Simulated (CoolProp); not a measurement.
Properties of dimethyl carbonate at several states (Tc = 283.9 °C, pc = 4.909 MPa, ω = 0.346).

Model: reference Helmholtz-energy equation of state, Zhou 2011, in CoolProp.

```
T (°C)  p (MPa)          phase  expansivity (1/kK)  fugacity coefficient
------  -------  -------------  ------------------  --------------------
297.05     7.23  supercritical               13.67                0.5365
95.25      17.9         liquid               1.278               0.01098
165.55    0.513            gas          (withheld)                0.9230
219.25     2.08         liquid               3.251            (withheld)
161.15    0.565            gas               3.199            (withheld)
17.55      0.15         liquid               1.228               0.03273
```

What belongs in the gaps?


- 165.55, expansivity (1/kK): 3.022
- 219.25, fugacity coefficient: 0.7285
- 161.15, fugacity coefficient: 0.9124
